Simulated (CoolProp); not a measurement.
Dry air along the isotherm 96.2 K: density (kg/m³) from the reference equation and from simpler models built on Tc = 132.5 K, pc = 37.86 bar, ω = 0.034; each cubic takes its own stable root.

Values from CoolProp's reference Helmholtz-energy equation of state, Lemmon 2000. It is a pseudo-pure fit of the blend.

```json
[
 {"p (bar)": "1.26", "phase": "gas", "reference": "4.702", "van der Waals": "4.662", "Redlich-Kwong": "4.696", "Soave-Redlich-Kwong": "4.695", "Peng-Robinson": "4.703"},
 {"p (bar)": "2.52", "phase": "gas", "reference": "9.721", "van der Waals": "9.542", "Redlich-Kwong": "9.690", "Soave-Redlich-Kwong": "9.684", "Peng-Robinson": "9.717"},
 {"p (bar)": "7.57", "phase": "liquid", "reference": "790.9", "van der Waals": "32.08", "Redlich-Kwong": "802.1", "Soave-Redlich-Kwong": "798.2", "Peng-Robinson": "903.9"},
 {"p (bar)": "8.83", "phase": "liquid", "reference": "791.4", "van der Waals": "38.77", "Redlich-Kwong": "802.9", "Soave-Redlich-Kwong": "799.1", "Peng-Robinson": "904.7"},
 {"p (bar)": "10.1", "phase": "liquid", "reference": "792.0", "van der Waals": "555.7", "Redlich-Kwong": "803.7", "Soave-Redlich-Kwong": "799.9", "Peng-Robinson": "905.5"},
 {"p (bar)": "11.4", "phase": "liquid", "reference": "792.5", "van der Waals": "556.8", "Redlich-Kwong": "804.5", "Soave-Redlich-Kwong": "800.7", "Peng-Robinson": "906.3"},
 {"p (bar)": "12.6", "phase": "liquid", "reference": "793.0", "van der Waals": "557.7", "Redlich-Kwong": "805.2", "Soave-Redlich-Kwong": "801.4", "Peng-Robinson": "907.1"},
 {"p (bar)": "13.9", "phase": "liquid", "reference": "793.6", "van der Waals": "558.7", "Redlich-Kwong": "806.0", "Soave-Redlich-Kwong": "802.3", "Peng-Robinson": "907.9"},
 {"p (bar)": "15.1", "phase": "liquid", "reference": "794.1", "van der Waals": "559.6", "Redlich-Kwong": "806.7", "Soave-Redlich-Kwong": "803.0", "Peng-Robinson": "908.6"},
 {"p (bar)": "16.4", "phase": "liquid", "reference": "794.6", "van der Waals": "560.6", "Redlich-Kwong": "807.5", "Soave-Redlich-Kwong": "803.8", "Peng-Robinson": "909.4"},
 {"p (bar)": "17.7", "phase": "liquid", "reference": "795.2", "van der Waals": "561.6", "Redlich-Kwong": "808.3", "Soave-Redlich-Kwong": "804.6", "Peng-Robinson": "910.2"},
 {"p (bar)": "18.9", "phase": "liquid", "reference": "795.7", "van der Waals": "562.4", "Redlich-Kwong": "809.0", "Soave-Redlich-Kwong": "805.3", "Peng-Robinson": "911.0"}
]
```

At some of these states van der Waals gives the other phase, because its saturation line lies elsewhere.
